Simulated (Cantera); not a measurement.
**Low-pressure radical oxidation in H2/O2**

An isothermal, constant-pressure homogeneous reactor starts with H₂ : O₂ = 0.0051 : 0.78 (molar parts), equivalence ratio 0.0033, at 1450 K and 0.0263 atm.

Cantera simulation using GRI-Mech 3.0 (53 species, 325 reactions); the numbers are that mechanism's predictions, not measurements. Radical loss at walls, strong at low pressure, is not modelled.

```csv
t (s),x H₂,x O₂,x H,x O,x H₂O₂,x H₂O,x HO₂
0.000300,0.00650,0.994,2.60e-8,3.64e-7,1.34e-10,2.13e-7,1.76e-7
0.000623,0.00649,0.994,1.25e-7,2.10e-6,4.55e-10,1.86e-6,3.64e-7
0.00129,0.00642,0.993,2.84e-6,4.96e-5,1.29e-9,5.18e-5,7.40e-7
0.00269,0.00118,0.988,0.000175,0.00414,2.30e-8,0.00434,7.05e-7
0.00558,1.70e-5,0.987,0.000109,0.00571,9.58e-9,0.00594,4.38e-7
0.0116,1.59e-5,0.987,0.000104,0.00555,9.40e-9,0.00596,4.29e-7
0.0240,1.50e-5,0.988,9.57e-5,0.00523,9.19e-9,0.00598,4.16e-7
0.0499,1.35e-5,0.988,8.06e-5,0.00466,8.77e-9,0.00601,3.91e-7
0.104,1.09e-5,0.989,5.80e-5,0.00373,7.98e-9,0.00607,3.46e-7
0.215,7.42e-6,0.991,3.22e-5,0.00251,6.65e-9,0.00616,2.77e-7
0.447,4.00e-6,0.992,1.26e-5,0.00133,4.78e-9,0.00626,1.90e-7
0.928,1.68e-6,0.993,3.37e-6,0.000553,2.82e-9,0.00636,1.09e-7
1.93,5.85e-7,0.993,6.88e-7,0.000191,1.35e-9,0.00642,5.73e-8
4.00,1.91e-7,0.993,1.28e-7,6.20e-5,5.67e-10,0.00646,3.72e-8
```
x: mole fraction; the columns are a selection and need not sum to one.

Equilibrium at this temperature and pressure: H₂ 3.81e-8, O₂ 0.993, H 1.14e-8, O 1.23e-5, H₂O₂ 1.63e-10, H₂O 0.00649, HO₂ 4.43e-8 (gas phase only).
